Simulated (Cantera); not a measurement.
An isothermal, constant-pressure homogeneous reactor starts with H2 : O2 : N2 = 1.3 : 1 : 3.8 (molar parts), at 875 K and 420 Torr. Integrator tolerance rtol = 1e-08.

Cantera simulation using GRI-Mech 3.0 (53 species, 325 reactions); the numbers are that mechanism's predictions, not measurements. Below about 950 K walls govern HO2 and H2O2 in real vessels. The temperature is held fixed by assumption; the heat of reaction is taken as removed at once.

**Question.** What does this change do: temperature 875 to 750 K?

**Answer.** 
```
quantity                                           before                                      after
---------------  ----------------------------------------  -----------------------------------------
x(H2) at 300 s   9.35e-6 (gas-phase equilibrium 1.58e-12)       0.207 (gas-phase equilibrium <1e-12)
x(O2) at 300 s      0.0642 (gas-phase equilibrium 0.0642)       0.161 (gas-phase equilibrium 0.0642)
x(H2O) at 300 s       0.239 (gas-phase equilibrium 0.239)      0.00678 (gas-phase equilibrium 0.239)
x(N2O) at 300 s  1.37e-8 (gas-phase equilibrium 2.29e-10)  3.02e-11 (gas-phase equilibrium 3.49e-11)
x(O) at 300 s     4.60e-12 (gas-phase equilibrium <1e-12)    4.25e-11 (gas-phase equilibrium <1e-12)
x(NO) at 300 s     <1e-12 (gas-phase equilibrium 3.40e-6)     <1e-12 (gas-phase equilibrium 4.20e-7)
```
